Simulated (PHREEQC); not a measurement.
PHREEQC input (ion-association model, wateq4f.dat):

```
SOLUTION_MASTER_SPECIES
  An  An-  0  An  62.0  # stands for a non-complexing anion
SOLUTION_SPECIES
  An- = An-
    -log_k 0
    -gamma 3.0 0
PHASES
  Fix_H+
    H+ = H+
    -log_k 0
SOLUTION 1
  temp 25
  units mmol/kgw
  pH 7 charge
  Na 100
  An 100
END
SELECTED_OUTPUT 1
  -reset false
  -pH true
  -pe true
  -ionic_strength true
  -water true
  -totals Na
  -molalities Hfo_wOH Hfo_wOH2+ Hfo_wO- Hfo_sOH Hfo_sOH2+ Hfo_sO-
USER_PUNCH 1
  -headings sigma psi
  10 PUNCH EDL("sigma", "Hfo"), EDL("psi", "Hfo")
PRINT
  -reset false
USE solution 1
SURFACE 1
  Hfo_wOH 0.00629213 600 2.8
  Hfo_sOH 0.000157303
EQUILIBRIUM_PHASES 1
  Fix_H+ -3 HAn 10
    -force_equality true
  O2(g) -0.68 10
END
# ... the last block is repeated for the other 12 points of pH, with NaOH or the acid as the point needs
```

Selected output (columns that matter, 13 of 13 rows; pH added in front):

```
pH	mu	Na	m_Hfo_wOH	m_Hfo_wOH2+	m_Hfo_wO-	m_Hfo_sOH	m_Hfo_sOH2+	m_Hfo_sO-	sigma	psi
3	0.10438	0.1	0.00011716	0.0061749	5.0922e-08	2.9289e-06	0.00015437	1.2731e-09	0.36353	0.15192
3.67	0.10325	0.1	0.00046542	0.0058259	8.5177e-07	1.1635e-05	0.00014565	2.1294e-08	0.34293	0.14922
4.33	0.1026	0.1	0.0013219	0.0049622	8.0672e-06	3.3047e-05	0.00012405	2.0168e-07	0.29166	0.14112
5	0.10189	0.1	0.0025514	0.0037005	4.0298e-05	6.3784e-05	9.2512e-05	1.0074e-06	0.21548	0.12591
5.67	0.10124	0.1	0.0036396	0.0025327	0.00011982	9.0991e-05	6.3317e-05	2.9955e-06	0.14205	0.10515
6.33	0.10075	0.1	0.0043328	0.0017075	0.00025186	0.00010832	4.2688e-05	6.2965e-06	0.085698	0.080712
7	0.10039	0.1	0.0046827	0.0011858	0.00042361	0.00011707	2.9646e-05	1.059e-05	0.044875	0.05244
7.67	0.10014	0.1	0.0048111	0.00087505	0.00060598	0.00012028	2.1876e-05	1.5149e-05	0.015841	0.021309
8.33	0.10007	0.10014	0.0048254	0.00066727	0.00079941	0.00012064	1.6682e-05	1.9985e-05	-0.0077796	-0.010693
9	0.10031	0.10061	0.0047425	0.00048315	0.0010664	0.00011856	1.2079e-05	2.6661e-05	-0.034339	-0.042479
9.67	0.10067	0.10129	0.0044808	0.00030547	0.0015057	0.00011202	7.6366e-06	3.7643e-05	-0.070664	-0.071792
10.33	0.10133	0.10239	0.0039133	0.00015799	0.0022206	9.7833e-05	3.9498e-06	5.5514e-05	-0.12143	-0.097376
11	0.10297	0.10463	0.0029344	5.982e-05	0.0032975	7.336e-05	1.4955e-06	8.2439e-05	-0.19062	-0.11946
```

Complexes and solids missing from the database can't appear. The oxide is taken as insoluble; below pH 4 it would dissolve.
